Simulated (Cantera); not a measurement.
A Cantera script and its output.

```python
import numpy as np
import cantera as ct

gas = ct.Solution("gri30.yaml")
gas.TPX = 975, 49000, {'CO': 0.012, 'O2': 0.004, 'H2O': 0.0001, 'N2': 1}
reactor = ct.IdealGasConstPressureReactor(gas, energy="off", clone=False)
net = ct.ReactorNet([reactor])
net.rtol, net.atol = 1e-08, 1e-18
show = ['CO', 'O2', 'H2O', 'H2O2', 'NO2', 'OH']
times = np.geomspace(0.0002, 10, 13)

steps = ct.SolutionArray(gas, extra=["t"])
rows = []
print(f"{'t/s':>10s}{'T/K':>9s}{'P/Pa':>11s}" + "".join(f"{s:>11s}" for s in show))
for t in times:
    while net.time < t:
        t_next = net.step()
        steps.append(gas.state, t=t_next)
    rows.append([np.interp(t, steps.t, y) for y in (steps.T, steps.P, *steps(*show).X.T)])
    print(f"{t:10.3e}{rows[-1][0]:9.1f}{rows[-1][1]:11.4g}" + "".join(f"{x:11.3e}" for x in rows[-1][2:]))
rate = np.gradient(steps.T, steps.t)
print("integrator steps:", len(steps.t))
if steps.T.max() > steps.T[0] + 200:
    print(f"time of steepest temperature rise: {steps.t[rate.argmax()]:.4e} s")
gas.TPX = 975, 49000, {'CO': 0.012, 'O2': 0.004, 'H2O': 0.0001, 'N2': 1}
gas.equilibrate("TP")
print(f"equilibrium (TP): T = {gas.T:.1f} K  " + "  ".join(f"{s} {gas[s].X[0]:.3e}" for s in show))
```

Output:

```
       t/s      T/K       P/Pa         CO         O2        H2O       H2O2        NO2         OH
 2.000e-04    975.0    4.9e+04  1.181e-02  3.937e-03  9.842e-05  3.469e-25  2.764e-34  3.552e-16
 4.927e-04    975.0    4.9e+04  1.181e-02  3.937e-03  9.842e-05  6.728e-24  6.923e-33  1.181e-15
 1.214e-03    975.0    4.9e+04  1.181e-02  3.937e-03  9.842e-05  2.251e-22  2.083e-31  3.748e-15
 2.991e-03    975.0    4.9e+04  1.181e-02  3.937e-03  9.842e-05  6.828e-21  6.900e-30  1.173e-14
 7.368e-03    975.0    4.9e+04  1.181e-02  3.937e-03  9.842e-05  1.613e-19  2.650e-28  3.419e-14
 1.815e-02    975.0    4.9e+04  1.181e-02  3.937e-03  9.842e-05  2.911e-18  1.149e-26  9.302e-14
 4.472e-02    975.0    4.9e+04  1.181e-02  3.937e-03  9.842e-05  4.715e-17  4.776e-25  2.514e-13
 1.102e-01    975.0    4.9e+04  1.181e-02  3.937e-03  9.842e-05  7.452e-16  1.684e-23  7.157e-13
 2.714e-01    975.0    4.9e+04  1.181e-02  3.937e-03  9.842e-05  1.218e-14  6.474e-22  2.428e-12
 6.687e-01    975.0    4.9e+04  1.181e-02  3.937e-03  9.841e-05  4.615e-13  8.260e-20  1.413e-11
 1.648e+00    975.0    4.9e+04  1.181e-02  3.935e-03  9.839e-05  2.638e-10  9.203e-16  3.738e-10
 4.059e+00    975.0    4.9e+04  1.172e-02  3.891e-03  9.787e-05  3.727e-09  8.591e-13  1.989e-09
 1.000e+01    975.0    4.9e+04  1.125e-02  3.654e-03  9.595e-05  9.927e-09  1.910e-11  5.452e-09
integrator steps: 414
equilibrium (TP): T = 975.0 K  CO 3.909e-03  O2 5.544e-21  H2O 5.532e-05  H2O2 5.848e-24  NO2 3.149e-26  OH 2.504e-14
```

Cantera simulation using GRI-Mech 3.0 (53 species, 325 reactions); the numbers are that mechanism's predictions, not measurements.
